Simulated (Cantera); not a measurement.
A closed system holds: 1 mol Si, 0.14 mol O2, 270 mol H2, at 1.20 Pa.

These are equilibrium values from Cantera (NASA tables, ideal gas, pure condensed phases), not measurements of a reactor. Candidate condensed phases: H2O, Si, SiO2; 18 gas species. Kinetics and transport are ignored.

x: gas mole fraction; n: condensed amount in mol.

```
T (K)   x H2       x H      x Si    x SiO  n Si(s)
-----  -----  --------  --------  -------  -------
1300   0.999  0.000319   3.61e-6  0.00104    0.719
1325   0.998  0.000472   7.86e-6  0.00104    0.718
1350   0.998  0.000687   1.66e-5  0.00104    0.715
1375   0.998  0.000988   3.42e-5  0.00104    0.710
1400   0.997   0.00140   6.86e-5  0.00104    0.701
1425   0.997   0.00197  0.000134  0.00103    0.683
1450   0.996   0.00272  0.000256  0.00103    0.649
1475   0.995   0.00373  0.000479  0.00103      ___
1500   0.993   0.00506  0.000877  0.00103      ___
1525   0.991   0.00680   0.00157  0.00103      ___
```

Q: Some entries are withheld; supply them.

A: 
- 1475, n Si(s): 0.588
- 1500, n Si(s): 0.478
- 1525, n Si(s): 0.286
